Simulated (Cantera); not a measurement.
A perfectly stirred reactor is fed with CH4 : H2O = 0.14 : 0.38 (molar parts), at 17.0 bar; it is held at 1575 K, and followed from long to short residence time.

Cantera simulation using GRI-Mech 3.0 (53 species, 325 reactions); the numbers are that mechanism's predictions, not measurements. The pressure lies above the range GRI-Mech 3.0 was tuned for (to about 10 atm).

x: mole fraction; the columns are a selection and need not sum to one.

```tsv
τ (s)	x CH4	x H2O	x CO	x O	x H2	x CH2CO
0.46	0.120	0.532	0.0365	4.17e-12	0.264	(withheld)
0.21	0.126	0.572	0.0240	4.35e-12	0.228	(withheld)
0.095	0.133	0.609	0.0147	4.46e-12	0.192	(withheld)
0.044	0.148	0.641	0.00850	4.68e-12	0.157	2.69e-5
0.020	0.172	0.669	0.00452	5.35e-12	0.117	2.63e-5
0.0091	0.201	0.691	0.00217	6.79e-12	0.0785	(withheld)
0.0042	0.227	0.708	0.000947	8.88e-12	0.0469	(withheld)
```

Q: Complete the blanks.

A: 
- 0.46, x CH2CO: 1.01e-5
- 0.21, x CH2CO: 1.62e-5
- 0.095, x CH2CO: 2.28e-5
- 0.0091, x CH2CO: 2.11e-5
- 0.0042, x CH2CO: 1.33e-5
